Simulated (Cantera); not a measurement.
SiCl4 + NH3 + H2 (silicon nitride deposition)

Input: 1 mol SiCl4, 2.2 mol NH3, 56 mol H2, equilibrated at 31.5 Torr.

Equilibrium computed with Cantera from the NASA thermochemical tables; the gas is ideal and each condensed phase is pure. Candidate condensed phases: NH4Cl, Si, Si3N4; 28 gas species. The tables' values for SiCl, SiCl3, SiN are old estimates; treat these amounts as uncertain. Gases not in the tables: Si2H6 and higher silanes. Equilibrium is a limit: real reactors are often held back by kinetics, nucleation or transport.

```tsv
T (K)	log p H2	log p HCl	log p N2	log p H	log p SiCl2	n Si3N4(s)	n Si(s)	n Si(l)
975	-1.41	-2.57	-3.53	-9.65	-8.69	0.332	0	0
1075	-1.41	-2.57	-3.53	-8.54	-7.37	0.332	0	0
1175	-1.41	-2.57	-3.53	-7.62	-6.27	0.332	0	0
1275	-1.41	-2.57	-3.52	-6.84	-5.36	0.330	0	0
1375	-1.41	-2.58	-3.50	-6.17	-4.61	0.319	0	0
1475	-1.41	-2.60	-3.44	-5.59	-4.02	0.285	0	0
1575	-1.41	-2.65	-3.34	-5.09	-3.62	0.213	0	0
1675	-1.41	-2.71	-3.13	-4.64	-3.45	0	0.460	0
1775	-1.41	-2.70	-3.13	-4.24	-3.48	0	0	0.491
1875	-1.41	-2.69	-3.13	-3.89	-3.51	0	0	0.515
1975	-1.41	-2.68	-3.13	-3.57	-3.55	0	0	0.500
2075	-1.42	-2.68	-3.14	-3.28	-3.59	0	0	0.393
```
log p: log10 of the partial pressure in bar; n: condensed amount in mol.

From 975 K to 1575 K the condensed part is Si3N4(s). At 1675 K the condensed part is Si(s). From 1775 K to 2075 K the condensed part is Si(l). The main Si-bearing gas is SiCl4 at 975 K and SiCl2 at 2075 K. The share of Si in condensed phases is highest at 1075 K (99.7 %) and lowest at 2075 K (39.3 %).
